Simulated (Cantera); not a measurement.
What does this Cantera script print?

```python
import numpy as np
import cantera as ct

gas = ct.Solution("h2o2.yaml")
gas.TPX = 325, 11000, {'H2': 1, 'O2': 0.333, 'N2': 1.27, 'H2O': 0.2}
flame = ct.FreeFlame(gas, width=0.19)
flame.set_refine_criteria(ratio=3, slope=0.08, curve=0.16)
flame.transport_model = "mixture-averaged"
flame.solve(loglevel=0, auto=True)
z, T = flame.grid, flame.T
thick = (T[-1] - T[0]) / np.gradient(T, z).max()
show = ['H2', 'O2', 'H2O', 'OH', 'HO2', 'H']
print(f"laminar burning velocity  {flame.velocity[0] * 100:.3f} cm/s")
print(f"burnt temperature         {T[-1]:.1f} K")
print(f"thermal thickness         {thick * 1e3:.4f} mm")
print(f"grid points               {len(z)}")
z0 = z[flame.heat_release_rate.argmax()]
print(f"{'z/mm':>9s}{'T/K':>9s}{'u/(m/s)':>9s}" + "".join(f"{s:>11s}" for s in show))
rows = []
for k in (-3, -2, -1.5, -1, -0.5, -0.25, 0, 0.25, 0.5, 1, 2, 4, 8):
    zz = z0 + k * thick
    rows.append([k * thick, np.interp(zz, z, T), np.interp(zz, z, flame.velocity),
                 *(np.interp(zz, z, flame.X[gas.species_index(s)]) for s in show)])
    print(f"{rows[-1][0] * 1e3:9.3f}{rows[-1][1]:9.1f}{rows[-1][2]:9.3f}" + "".join(f"{x:11.3e}" for x in rows[-1][3:]))
```

Result:

```
laminar burning velocity  239.810 cm/s
burnt temperature         2089.9 K
thermal thickness         5.9429 mm
grid points               146
     z/mm      T/K  u/(m/s)         H2         O2        H2O         OH        HO2          H
  -17.829    325.0    2.398  3.568e-01  1.188e-01  7.135e-02  2.321e-19 -1.152e-15  8.355e-20
  -11.886    325.0    2.398  3.568e-01  1.188e-01  7.135e-02  2.827e-17  4.017e-14  1.041e-17
   -8.914    325.0    2.398  3.568e-01  1.188e-01  7.135e-02  8.314e-16  2.015e-12  3.389e-16
   -5.943    325.0    2.398  3.568e-01  1.188e-01  7.135e-02  9.870e-13  9.676e-10  9.508e-13
   -2.971    328.1    2.416  3.555e-01  1.190e-01  7.154e-02  2.168e-06  2.252e-05  2.103e-06
   -1.486    532.1    3.839  3.293e-01  1.149e-01  8.714e-02  7.054e-04  7.789e-05  4.213e-03
    0.000    956.8    6.696  2.325e-01  8.493e-02  1.598e-01  1.069e-03  1.925e-05  4.315e-02
    1.486   1235.9    8.559  1.254e-01  2.545e-02  2.726e-01  3.543e-03  4.689e-06  8.580e-02
    2.971   1350.5    9.300  1.015e-01  8.744e-03  3.052e-01  4.776e-03  1.469e-06  9.005e-02
    5.943   1461.1    9.989  1.037e-01  5.710e-03  3.127e-01  5.944e-03  8.422e-07  7.907e-02
   11.886   1582.4   10.725  1.100e-01  4.476e-03  3.177e-01  6.892e-03  5.831e-07  6.436e-02
   23.772   1706.0   11.453  1.156e-01  3.151e-03  3.240e-01  7.282e-03  3.770e-07  4.960e-02
   47.543   1820.8   12.113  1.202e-01  1.934e-03  3.309e-01  6.861e-03  2.267e-07  3.609e-02
```

Cantera simulation using the H2/O2 subset of GRI-Mech 3.0, which has no nitrogen chemistry; the numbers are that mechanism's predictions, not measurements. Burning velocities carry a grid error of a few per cent, more on coarse grids.
